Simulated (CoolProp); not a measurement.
Values from CoolProp's reference Helmholtz-energy equation of state, Wagner 2002.

### Question
Give the vapour pressure (MPa), liquid cp (kJ/(kg K)), vapour Z, liquid viscosity (µPa s) of saturated water at 189.95 °C.

### Answer
```tsv
T (°C)	p (MPa)	liquid cp (kJ/(kg K))	vapour Z	liquid viscosity (µPa s)
189.95	1.25	4.45	0.918	142
```

Viscosity comes from a separate model (Huber 2009).
